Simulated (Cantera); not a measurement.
Input (Python, Cantera) and output of one run.

```python
import numpy as np
import cantera as ct

gas_names = [...]  # 151 gases of nasa_gas.yaml made of C, H, N, O, Si
cond_names = """
    C(gr) C6H6(L) C7H8(L) C8H18(L),n-octa H2O(s) H2O(L) Si(cr) Si(L) SiC(b) SiO2(Lqz) SiO2(hqz) SiO2(L)
    Si2N2O(s) Si3N4(a)
""".split()


# ... load() reads the species with a 1 bar reference pressure and builds the phases ...
atoms = {
    'SiH4': {'Si': 1, 'H': 4},
    'N2O': {'N': 2, 'O': 1},
    'H2': {'H': 2},
    'CO2': {'C': 1, 'O': 2},
}
top_T = {'C(gr)': 4500, 'SiC(b)': 3050, 'Si2N2O(s)': 2100, 'Si3N4(a)': 2400}  # K; cautious upper limits of use, not melting points


# ... equilibrate(T, P, feed) seeds the gas with the atoms and calls Mixture.equilibrate('TP', solver="vcs", rtol=1e-11, max_steps=5000) ...
results = []
feed = {'SiH4': 1, 'N2O': 0.24, 'H2': 34, 'CO2': 0.71}  # mol
P = 46  # Pa
for T in [550, 650, 750, 850, 950, 1050, 1150, 1250, 1350, 1450, 1550, 1650]:
    mix = equilibrate(T, P, feed)
    results.append((T, P, feed, dict(zip(mix.species_names, mix.species_moles))))

top = {s: max(r[3][s] / sum(r[3][g] for g in gas_names) for r in results) for s in gas_names}
cols = sorted((s for s in top if top[s] > 1e-05), key=lambda s: -top[s])[:7]
seen = [c for c in cond_names if any(r[3].get(c, 0) > 1e-12 for r in results)]
print("log10 of partial pressures in bar; condensed amounts in mol")
print(f"{'T/K':>10s}" + "".join(f"{s[:9]:>10s}" for s in cols + seen))
for T, P, feed, n in results:
    ng = sum(n[g] for g in gas_names)
    print(f"{T:10.4g}" + "".join(f"{np.log10(max(n[s] / ng * P / 1e5, 1e-99)):10.3f}" for s in cols)
          + "".join(f"{n.get(c, 0):10.4g}" for c in seen))
```

Output:

```
log10 of partial pressures in bar; condensed amounts in mol
       T/K        H2       SiO       CH4        CO        N2         H        Si     C(gr)    SiC(b) SiO2(Lqz) SiO2(hqz) Si2N2O(s)
       550    -3.348   -34.530    -5.035   -14.011    -5.784   -19.748   -55.440         0         0    0.7733         0    0.1133
       650    -3.344   -26.980    -5.273   -10.401    -5.787   -16.534   -44.078    0.2955         0    0.7733         0    0.1133
       750    -3.339   -21.459    -6.174    -8.469    -5.792   -14.169   -35.755    0.6573         0    0.7731         0    0.1134
       850    -3.339   -17.249    -6.884    -6.999    -5.801   -12.358   -29.395    0.6919         0         0    0.7681     0.116
       950    -3.340   -13.897    -7.455    -5.887    -5.929   -10.924   -24.299    0.6053         0         0    0.7053    0.1473
      1050    -3.342   -10.841    -7.926    -5.341    -7.084    -9.762   -19.479    0.3486         0         0     0.533    0.2335
      1150    -3.344    -8.284    -8.511    -5.123    -8.157    -8.799   -15.424         0    0.1103         0    0.4104    0.2394
      1250    -3.345    -6.534    -9.568    -5.118    -7.882    -7.988   -12.807         0    0.1033         0    0.3955     0.239
      1350    -3.350    -5.338   -10.709    -5.055    -6.780    -7.298   -11.161         0         0         0    0.1765    0.2266
      1450    -3.359    -4.961   -10.658    -5.064    -5.636    -6.704    -9.291         0         0         0         0    0.0499
      1550    -3.360    -4.927   -10.799    -5.080    -5.536    -6.182    -8.147         0   0.02459         0         0         0
      1650    -3.361    -4.929   -10.905    -5.079    -5.537    -5.722    -7.173         0   0.02182         0         0         0
```

Equilibrium computed with Cantera from the NASA thermochemical tables; the gas is ideal and each condensed phase is pure. Mutual solubility and eutectic melting of coexisting phases are not modelled. The tables hold silica as quartz up to 1696 K and as liquid above; real silica turns to tridymite and cristobalite and melts near 1996 K.
